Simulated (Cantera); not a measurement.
Feed: 1 mol Cu2O, 1800 mol H2, 0.4 mol H2O, held at 101000 Pa.

Method: chemical equilibrium by Gibbs-energy minimisation in Cantera with the NASA 1993 tables (ideal gas, pure condensed phases). Candidate condensed phases: Cu, CuO, Cu(OH)2, Cu2O, H2O; 12 gas species. Equilibrium is a limit: real reactors are often held back by kinetics, nucleation or transport.

log p: log10 of the partial pressure in bar; n: condensed amount in mol.

```tsv
T (K)	log p H2	log p H	log p Cu	log p H2O	n Cu(s)	n Cu(l)
600	0.01	<-11	<-11	-3.10	2.00	0
800	0.01	-11.54	<-11	-3.10	2.00	0
1000	0.01	-8.64	-10.81	-3.10	2.00	0
1200	0.01	-6.70	-7.91	-3.10	2.00	0
1400	0.01	[?]	[?]	-3.10	0	2.00
1600	0.01	-4.26	-4.40	-3.10	0	1.93
1800	0.00	[?]	[?]	-3.10	0	[?]
2000	0.00	-2.79	-2.95	-3.10	0	0
2200	0.00	-2.25	-2.95	-3.11	0	0
```

**Question.** Fill in the missing entries.

**Answer.** 
- 1400, log p H: -5.31
- 1400, log p Cu: -5.87
- 1800, log p H: -3.44
- 1800, log p Cu: -3.27
- 1800, n Cu(l): 1.03
